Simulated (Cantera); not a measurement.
Input: 1 mol borazine, 0.26 mol O₂, 63 mol H₂, at 1423.15 K.

Method: chemical equilibrium by Gibbs-energy minimisation in Cantera with the NASA 1993 tables (ideal gas, pure condensed phases). Candidate condensed phases: B, BN, B₂O₃, B₃O₃H₃, H₂O; 39 gas species. The feed counts by its element totals alone. Mutual solubility and eutectic melting of coexisting phases are not modelled. Gases not in the tables: H₃BO₃. Equilibrium is a limit: real reactors are often held back by kinetics, nucleation or transport.

x: gas mole fraction; n: condensed amount in mol.

```tsv
P (Pa)	x H₂	x HBO	x N₂	x HBO₂	n BN(s)	n B₂O₃(l)
10	0.988	0.00639	0.00379	0.000142	2.50	0
28	0.989	0.00589	0.00365	0.000331	2.51	0
77	0.990	0.00507	0.00342	0.000652	2.55	0
220	0.991	0.00400	0.00311	0.00111	2.59	0
600	0.992	[?]	[?]	0.00160	2.63	0
1700	0.994	0.00177	0.00257	0.00152	2.66	0.0432
4600	0.995	0.000918	0.00246	0.00108	2.67	0.0901
13000	0.996	[?]	0.00239	[?]	2.68	[?]
36000	0.996	0.000235	0.00232	0.000541	2.69	0.127
100000	0.996	0.000120	0.00223	0.000382	2.71	0.130
```

Problem. What belongs in the gaps?

Solution. 
- 13000, x HBO: 0.000462
- 13000, x HBO₂: 0.000763
- 13000, n B₂O₃(l): 0.115
- 600, x HBO: 0.00299
- 600, x N₂: 0.00281
